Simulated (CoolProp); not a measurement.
Vapour-liquid equilibrium of trans-2-butene (1) + acetone (2) at 0.374 MPa; x and y are mole fractions of (1).

Values from CoolProp's multi-fluid Helmholtz-energy mixture model, Lemmon 2005 and Lemmon 2006; pair parameters Bell 2016.

**Question.** Give the bubble temperature and the first vapour's composition at x = 0.275, 0.35, 0.725. Is there an azeotrope?

**Answer.** x = 0.275: 332.1 K, y = 0.748; x = 0.35: 327.8 K, y = 0.794; x = 0.725: 318.2 K, y = 0.896. No azeotrope shows between x = 0.05 and 0.95.

The pair parameters rest on a limited set of measurements; away from them the model extrapolates.
